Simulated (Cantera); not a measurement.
An isothermal, constant-pressure homogeneous reactor starts with C₂H₆ : H₂ = 1 : 11 (molar parts), at 1350 K and 1.00 bar.

Cantera simulation using GRI-Mech 3.0 (53 species, 325 reactions); the numbers are that mechanism's predictions, not measurements. GRI-Mech 3.0 stops at C3 and has no aromatics, soot or wall deposition, so with more carbon than oxygen in the feed, carbon stays in small species such as C2H2 where larger ones or solid carbon would form.

x: mole fraction; the columns are a selection and need not sum to one.

```tsv
t (s)	x C₂H₆	x H₂	x CH₂	x C₂H₄	x C₂H₂	x CH₄
5.00e-5	0.0796	0.916	…	0.00271	1.75e-6	0.00103
0.000134	0.0677	0.915	…	0.0115	3.69e-5	0.00546
0.000360	0.0426	0.911	…	0.0296	0.000334	0.0158
0.000965	0.0143	0.907	…	0.0486	0.00171	0.0283
0.00259	0.00295	0.905	3.84e-10	0.0531	0.00472	0.0346
0.00695	0.00128	0.903	1.81e-10	0.0488	0.00890	0.0376
0.0186	0.001000	0.902	1.53e-10	0.0404	0.0150	0.0420
0.0500	0.000760	0.898	1.26e-10	0.0313	0.0204	0.0497
0.134	0.000609	0.891	1.06e-10	0.0254	0.0205	0.0625
0.360	0.000476	0.879	8.32e-11	0.0202	0.0165	0.0833
0.965	0.000310	0.864	5.44e-11	0.0135	0.0112	0.111
2.59	0.000158	0.849	2.97e-11	0.00701	0.00582	0.138
6.95	7.10e-5	0.840	1.70e-11	0.00297	0.00242	0.154
18.6	5.29e-5	0.838	1.44e-11	0.00205	0.00164	0.158
50.0	5.26e-5	0.838	1.44e-11	0.00204	0.00163	0.158
```

Task: Fill in the missing entries.

Result: 
- 5.00e-5, x CH₂: 2.07e-9
- 0.000134, x CH₂: 4.33e-9
- 0.000360, x CH₂: 3.24e-9
- 0.000965, x CH₂: 1.43e-9
